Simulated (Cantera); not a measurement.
# Stirred combustor or abatement burner

A perfectly stirred reactor is fed with 8.89 % CH₄, 17.8 % O₂, 66.8 % N₂, 6.49 % H₂O, equivalence ratio 1.0, at 3.50 bar; it is adiabatic with a 675 K inlet, and is followed from long to short residence time, starting on the burning branch (τ in s: 0.28, 0.13, 0.064, 0.03, 0.014, 0.0069, 0.0033, 0.0016, 0.00075, 0.00036, 0.00017, 8.1e-05).

Model: GRI-Mech 3.0 (53 species, 325 reactions), integrated in Cantera.

```tsv
τ (s)	T (K)	x CH₄	x O₂	x H₂O	x NO	x C₂H₆	x CH₂CO
0.28	2351	3.96e-7	0.00512	0.233	0.00226	<1e-12	1.61e-10
0.13	2351	8.38e-7	0.00523	0.233	0.00207	<1e-12	3.48e-10
0.064	2350	1.66e-6	0.00543	0.233	0.00180	1.08e-12	7.09e-10
0.030	2348	3.36e-6	0.00576	0.233	0.00142	4.44e-12	1.53e-9
0.014	2342	6.67e-6	0.00626	0.232	0.00104	1.75e-11	3.38e-9
0.0069	2333	1.22e-5	0.00694	0.232	0.000757	5.85e-11	7.19e-9
0.0033	2317	2.20e-5	0.00794	0.230	0.000549	1.91e-10	1.58e-8
0.0016	2293	3.81e-5	0.00929	0.228	0.000412	5.64e-10	3.38e-8
0.00075	2260	6.67e-5	0.0111	0.226	0.000312	1.66e-9	7.29e-8
0.00036	2219	0.000115	0.0134	0.222	0.000237	4.71e-9	1.51e-7
0.00017	2168	0.000208	0.0162	0.219	0.000175	1.44e-8	3.26e-7
8.1e-5	2108	0.000398	0.0199	0.214	0.000123	5.05e-8	7.74e-7
```
x: mole fraction; the columns are a selection and need not sum to one.
